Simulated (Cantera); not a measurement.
An isothermal, constant-pressure homogeneous reactor starts with 31.2 % NH3, 68.8 % H2, at 2000 K and 20.0 Torr.

Detailed kinetics in Cantera: the gas-phase N/H chemistry of the illustrative SiF4/NH3 mechanism in the Surface Chemkin manual (1991). Walls and surfaces, which speed up NH3 decomposition in real reactors, are not modelled.

Predict: x(NH3) at 2.00 s; x(H2) at 2.00 s; x(NH2) at 2.00 s; x(N2) at 2.00 s; x(H) at 2.00 s; x(N2H2) at 2.00 s.


```
Quantity                                              Value
-----------------  ----------------------------------------
x(NH3) at 2.00 s     0.0500 (gas-phase equilibrium 1.50e-7)
x(H2) at 2.00 s         0.849 (gas-phase equilibrium 0.872)
x(NH2) at 2.00 s   0.000195 (gas-phase equilibrium 4.68e-9)
x(N2) at 2.00 s        0.0998 (gas-phase equilibrium 0.118)
x(H) at 2.00 s      0.00114 (gas-phase equilibrium 0.00936)
x(N2H2) at 2.00 s    2.68e-7 (gas-phase equilibrium <1e-12)
```
